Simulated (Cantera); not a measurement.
An isothermal, constant-pressure homogeneous reactor starts with H₂ : O₂ = 0.028 : 1 (molar parts), at 1023 K and 2670 Pa.

Computed with Cantera and the H2/O2 subset of GRI-Mech 3.0, which has no nitrogen chemistry. Radical loss at walls, strong at low pressure, is not modelled.

x: mole fraction; the columns are a selection and need not sum to one.

| t (s) | x H₂ | x O₂ | x OH | x H₂O₂ | x O | x H₂O |
|---|---|---|---|---|---|---|
| 4.00e-6 | 0.0272 | 0.973 | <1e-12 | <1e-12 | <1e-12 | <1e-12 |
| 2.87e-5 | 0.0272 | 0.973 | 5.42e-12 | <1e-12 | 5.84e-12 | <1e-12 |
| 0.000206 | 0.0272 | 0.973 | 1.28e-10 | <1e-12 | 1.94e-10 | 1.24e-10 |
| 0.00147 | 0.0272 | 0.973 | 6.01e-8 | 1.34e-12 | (withheld) | 1.60e-7 |
| 0.0106 | 0.000265 | 0.964 | 0.000774 | 1.29e-7 | (withheld) | 0.0263 |
| 0.0757 | 8.71e-6 | 0.972 | 0.000137 | 7.51e-8 | (withheld) | 0.0275 |
| 0.543 | 2.00e-7 | 0.972 | 2.36e-5 | 1.97e-8 | (withheld) | 0.0276 |
| 3.89 | 9.02e-9 | 0.972 | 5.64e-6 | 2.76e-9 | (withheld) | 0.0276 |
| 27.9 | 7.94e-10 | 0.972 | 1.75e-6 | 3.66e-10 | (withheld) | 0.0276 |
| 200 | 9.70e-11 | 0.972 | 6.22e-7 | 5.20e-11 | (withheld) | 0.0276 |

Problem. Complete the blanks.

Solution. 
- 0.00147, x O: 1.16e-7
- 0.0106, x O: 0.00706
- 0.0757, x O: 0.000314
- 0.543, x O: 9.00e-6
- 3.89, x O: 5.11e-7
- 27.9, x O: 4.97e-8
- 200, x O: 6.27e-9
